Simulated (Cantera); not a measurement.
A freely propagating, adiabatic, planar premixed flame of H₂ : O₂ : N₂ : H₂O = 1 : 0.781 : 3.05 : 0.18 (molar parts), equivalence ratio 0.64, unburnt at 600 K and 13300 Pa; mixture-averaged transport, grid criteria slope 0.08 and curve 0.16, no radiation.

Detailed kinetics in Cantera: the H2/O2 subset of GRI-Mech 3.0, which has no nitrogen chemistry. Burning velocities carry a grid error of a few per cent, more on coarse grids. Lean hydrogen flames are cellular in practice and burn faster than this planar one.

Q: Predict: laminar burning velocity; thermal thickness; peak x(OH); peak x(H); peak x(HO₂).

A: 
* **laminar burning velocity**: 424 cm/s
* **thermal thickness**: 6.14 mm
* **peak x(OH)**: 0.0121
* **peak x(H)**: 0.0431
* **peak x(HO₂)**: 6.47e-5
